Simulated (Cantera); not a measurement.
A perfectly stirred reactor is fed with 1.36 % C3H8, 9.30 % O2, 89.3 % N2, equivalence ratio 0.73, at 2.70 bar; it is adiabatic with a 450 K inlet, and is followed from long to short residence time, starting on the burning branch (τ in s: 0.28, 0.11, 0.048, 0.02, 0.0083, 0.0034, 0.0014, 0.00059, 0.00025, 0.0001, 4.3e-05).

Detailed kinetics in Cantera: GRI-Mech 3.0 (53 species, 325 reactions). GRI-Mech 3.0 was tuned for natural gas; its chemistry of propane as a main component is partial and can be far from experiment.

Predict: blow-out, bracketed by the residence times tried; x(C3H8) at τ = 0.280 s; x(O2) at τ = 0.280 s; x(C2H4) at τ = 0.280 s; x(OH) at τ = 0.280 s; x(CH3) at τ = 0.280 s; x(C3H8) at τ = 3.40 ms; x(O2) at τ = 3.40 ms.


```json
{
 "blow_out_bracketed_by_the_residence_times_tried": "burning at 48.0 ms, out at 20.0 ms",
 "x(C3H8) at τ = 0.280 s": "5.62e-6",
 "x(O2) at τ = 0.280 s": "0.0251",
 "x(C2H4) at τ = 0.280 s": "1.70e-5",
 "x(OH) at τ = 0.280 s": "3.34e-5",
 "x(CH3) at τ = 0.280 s": "1.49e-6",
 "x(C3H8) at τ = 3.40 ms": "0.0136",
 "x(O2) at τ = 3.40 ms": "0.0930"
}
```
